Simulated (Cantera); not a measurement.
An adiabatic, constant-volume homogeneous reactor starts with 14.9 % CH₄, 16.6 % O₂, 62.4 % N₂, 6.12 % H₂O, at 1200 K and 240000 Pa.

Cantera simulation using GRI-Mech 3.0 (53 species, 325 reactions); the numbers are that mechanism's predictions, not measurements.

**Question.** Predict: time of steepest temperature rise; temperature at 9.00 s; equilibrium temperature; x(O₂) at 9.00 s; x(H₂O) at 9.00 s; x(HO₂) at 9.00 s; x(N₂O) at 9.00 s.

**Answer.** 
```
Property                                                             Value
---------------------------------  ---------------------------------------
time of steepest temperature rise                                  30.4 ms
temperature at 9.00 s                                               2609 K
equilibrium temperature                                             2609 K
x(O₂) at 9.00 s                    3.70e-5 (gas-phase equilibrium 3.70e-5)
x(H₂O) at 9.00 s                       0.187 (gas-phase equilibrium 0.187)
x(HO₂) at 9.00 s                   6.12e-8 (gas-phase equilibrium 6.12e-8)
x(N₂O) at 9.00 s                   3.47e-8 (gas-phase equilibrium 3.47e-8)
```
